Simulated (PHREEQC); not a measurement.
1 kg of water holding 0.14 mol KCl, 0.025 mol Na2SO4 and 0.078 mol NaCl is evaporated at 25 °C; the solids stay in contact with the brine. CO2 from the air is kept out. Solids allowed: Arcanite, Glaserite, Halite, Mirabilite, Misenite, Sylvite, Thenardite. Others were left out.

The series has 28 steps of water left (kg), from 1 to 0.005012.

Model: Pitzer model, pitzer.dat, run in PHREEQC.

Problem. Which solids form, in which order, and at which step of the series does each first stand?

Solution. Glaserite from water left = 0.05275 kg; Sylvite from water left = 0.03564 kg; Halite from water left = 0.01979 kg.
